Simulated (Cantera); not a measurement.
## Adiabatic ignition

An adiabatic, constant-volume homogeneous reactor starts with 5.73 % CH4, 1.20 % C2H6, 0.442 % C3H8, 18.2 % O2, 68.8 % N2, 5.56 % CO2, equivalence ratio 0.98, at 1775 K and 500000 Pa.

Detailed kinetics in Cantera: GRI-Mech 3.0 (53 species, 325 reactions). Above 3000 K some thermodynamic fits are extrapolated.

```tsv
t (s)	T (K)	P (bar)	x CH4	x C2H6	x C3H8	x H	x C2H
8.00e-6	2763	8.45	5.25e-12	<1e-12	<1e-12	0.0134	<1e-12
1.57e-5	3031	9.10	<1e-12	<1e-12	<1e-12	0.00709	<1e-12
3.09e-5	3041	9.12	<1e-12	<1e-12	<1e-12	0.00678	<1e-12
6.06e-5	3034	9.10	<1e-12	<1e-12	<1e-12	0.00668	<1e-12
0.000119	3027	9.08	<1e-12	<1e-12	<1e-12	0.00657	<1e-12
0.000234	3022	9.06	<1e-12	<1e-12	<1e-12	0.00650	<1e-12
0.000459	3021	9.06	<1e-12	<1e-12	<1e-12	0.00649	<1e-12
0.000903	3021	9.06	<1e-12	<1e-12	<1e-12	0.00649	<1e-12
0.00177	3021	9.06	<1e-12	<1e-12	<1e-12	0.00649	<1e-12
0.00348	3021	9.06	<1e-12	<1e-12	<1e-12	0.00649	<1e-12
0.00684	3021	9.06	<1e-12	<1e-12	<1e-12	0.00649	<1e-12
0.0134	3021	9.06	<1e-12	<1e-12	<1e-12	0.00649	<1e-12
0.0264	3021	9.06	<1e-12	<1e-12	<1e-12	0.00649	<1e-12
0.0518	3021	9.06	<1e-12	<1e-12	<1e-12	0.00649	<1e-12
0.102	3021	9.06	<1e-12	<1e-12	<1e-12	0.00649	<1e-12
0.200	3021	9.06	<1e-12	<1e-12	<1e-12	0.00649	<1e-12
```
x: mole fraction; the columns are a selection and need not sum to one.

```
Quantity                                                           Value
---------------------------------  -------------------------------------
time of steepest temperature rise                                7.20 µs
temperature at 0.200 s                                            3021 K
equilibrium temperature                                           3021 K
x(CH4) at 0.200 s                  <1e-12 (gas-phase equilibrium <1e-12)
x(C2H6) at 0.200 s                 <1e-12 (gas-phase equilibrium <1e-12)
x(C3H8) at 0.200 s                 <1e-12 (gas-phase equilibrium <1e-12)
```
